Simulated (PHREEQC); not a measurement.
Solution (25 °C): 0.0015 mol KHSO4 per kg of water. Closed to the air; pH follows from the charge balance.

Equilibrium calculation in PHREEQC: ion-association model, phreeqc.dat.

Problem. The ionic strength comes out as 0.00421 mol/kgw. What activity coefficients do SO4-2, K+, H+, KSO4-, HSO4- get?

Solution. SO4-2 0.76, K+ 0.93, H+ 0.94, KSO4- 0.93, HSO4- 0.93.

Precipitation was switched off in this run. Species that the database lacks are ignored.
